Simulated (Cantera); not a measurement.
Stirred combustor or abatement burner

A perfectly stirred reactor is fed with CH4 : O2 : N2 = 1 : 2.3 : 6.27 (molar parts), at 9.87 atm; it is adiabatic with a 498 K inlet, and is followed from long to short residence time, starting on the burning branch (τ in s: 0.044, 0.023, 0.012, 0.0061, 0.0031, 0.0016, 0.00084, 0.00043, 0.00022, 0.00012, 5.9e-05, 3.1e-05, 1.6e-05).

Detailed kinetics in Cantera: GRI-Mech 3.0 (53 species, 325 reactions).

| τ (s) | T (K) | x CH4 | x O2 | x C2H6 | x HCN | x CH2CO |
|---|---|---|---|---|---|---|
| 0.044 | 2511 | 4.15e-7 | 0.0299 | <1e-12 | 8.54e-8 | 1.19e-10 |
| 0.023 | 2512 | 7.88e-7 | 0.0302 | <1e-12 | 1.51e-7 | 2.28e-10 |
| 0.012 | 2513 | 1.49e-6 | 0.0306 | <1e-12 | 2.56e-7 | 4.39e-10 |
| 0.0061 | 2514 | 2.89e-6 | 0.0311 | 2.12e-12 | 4.07e-7 | 8.75e-10 |
| 0.0031 | 2514 | 5.55e-6 | 0.0319 | 7.74e-12 | 5.88e-7 | 1.78e-9 |
| 0.0016 | 2512 | 1.05e-5 | 0.0326 | 2.72e-11 | 7.71e-7 | 3.70e-9 |
| 0.00084 | 2507 | 1.92e-5 | 0.0334 | 9.12e-11 | 9.44e-7 | 7.93e-9 |
| 0.00043 | 2497 | 3.56e-5 | 0.0344 | 3.12e-10 | 1.13e-6 | 1.86e-8 |
| 0.00022 | 2478 | 6.46e-5 | 0.0357 | 1.02e-9 | 1.34e-6 | 4.61e-8 |
| 0.00012 | 2451 | 0.000108 | 0.0373 | 2.86e-9 | 1.57e-6 | 1.07e-7 |
| 5.9e-5 | 2406 | 0.000196 | 0.0399 | 9.28e-9 | 1.91e-6 | 2.84e-7 |
| 3.1e-5 | 2351 | 0.000341 | 0.0431 | 2.79e-8 | 2.32e-6 | 6.93e-7 |
| 1.6e-5 | 2279 | 0.000637 | 0.0480 | 1.01e-7 | 2.92e-6 | 1.85e-6 |
x: mole fraction; the columns are a selection and need not sum to one.
